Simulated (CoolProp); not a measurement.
Vapour pressure (MPa) of fluorine: the reference equation beside estimates from Tc = -128.7 °C, pc = 5.240 MPa, ω = 0.045.

The numbers come from the reference Helmholtz-energy equation of state, de Reuck 1990 in CoolProp.

```json
[
 {"T (°C)": "-168.45", "reference": "0.6141", "Lee-Kesler": "0.6213", "van der Waals": "1.253", "Redlich-Kwong": "0.6118", "Soave-Redlich-Kwong": "0.6224"},
 {"T (°C)": "-165.55", "reference": "0.7555", "Lee-Kesler": "0.7634", "van der Waals": "1.433", "Redlich-Kwong": "0.7595", "Soave-Redlich-Kwong": "0.7661"},
 {"T (°C)": "-162.75", "reference": "0.9130", "Lee-Kesler": "0.9215", "van der Waals": "1.622", "Redlich-Kwong": "0.9243", "Soave-Redlich-Kwong": "0.9265"},
 {"T (°C)": "-159.85", "reference": "1.100", "Lee-Kesler": "1.109", "van der Waals": "1.834", "Redlich-Kwong": "1.120", "Soave-Redlich-Kwong": "1.117"},
 {"T (°C)": "-157.05", "reference": "1.305", "Lee-Kesler": "1.314", "van der Waals": "2.055", "Redlich-Kwong": "1.334", "Soave-Redlich-Kwong": "1.326"},
 {"T (°C)": "-154.15", "reference": "…", "Lee-Kesler": "1.554", "van der Waals": "2.300", "Redlich-Kwong": "1.584", "Soave-Redlich-Kwong": "1.570"},
 {"T (°C)": "-151.35", "reference": "1.805", "Lee-Kesler": "1.813", "van der Waals": "2.553", "Redlich-Kwong": "1.855", "Soave-Redlich-Kwong": "…"},
 {"T (°C)": "-148.55", "reference": "2.095", "Lee-Kesler": "2.103", "van der Waals": "2.823", "Redlich-Kwong": "2.155", "Soave-Redlich-Kwong": "2.131"},
 {"T (°C)": "-145.65", "reference": "2.429", "Lee-Kesler": "2.436", "van der Waals": "3.121", "Redlich-Kwong": "2.498", "Soave-Redlich-Kwong": "2.471"},
 {"T (°C)": "-142.85", "reference": "2.788", "Lee-Kesler": "2.794", "van der Waals": "3.427", "Redlich-Kwong": "2.863", "Soave-Redlich-Kwong": "2.833"},
 {"T (°C)": "-139.95", "reference": "3.198", "Lee-Kesler": "…", "van der Waals": "3.761", "Redlich-Kwong": "3.276", "Soave-Redlich-Kwong": "3.246"},
 {"T (°C)": "-137.15", "reference": "3.635", "Lee-Kesler": "3.640", "van der Waals": "4.103", "Redlich-Kwong": "3.710", "Soave-Redlich-Kwong": "3.683"},
 {"T (°C)": "-134.25", "reference": "4.133", "Lee-Kesler": "4.140", "van der Waals": "4.476", "Redlich-Kwong": "4.199", "Soave-Redlich-Kwong": "4.177"},
 {"T (°C)": "-131.45", "reference": "4.664", "Lee-Kesler": "4.672", "van der Waals": "4.854", "Redlich-Kwong": "4.708", "Soave-Redlich-Kwong": "4.696"}
]
```

Fill in the missing entries.


- -154.15, reference: 1.545
- -151.35, Soave-Redlich-Kwong: 1.836
- -139.95, Lee-Kesler: 3.203

Absolute difference from the reference over all 14 rows, mean and median: Lee-Kesler 0.5 and 0.4 %, van der Waals 43.9 and 38.1 %, Redlich-Kwong 1.9 and 2.1 %, Soave-Redlich-Kwong 1.5 and 1.5 %.
